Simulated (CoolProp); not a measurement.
Computed with CoolProp (reference Helmholtz-energy equation of state, de Reuck 1993).

**Question.** Give the vapour pressure (bar), enthalpy of vaporisation (kJ/kg), liquid viscosity (µPa s) of saturated methanol at 348.7 K.

**Answer.** 
| T (K) | p (bar) | enthalpy of vaporisation (kJ/kg) | liquid viscosity (µPa s) |
|---|---|---|---|
| 348.7 | 1.54 | 1080 | 288 |

Viscosity comes from a separate model (Xiang 2006).
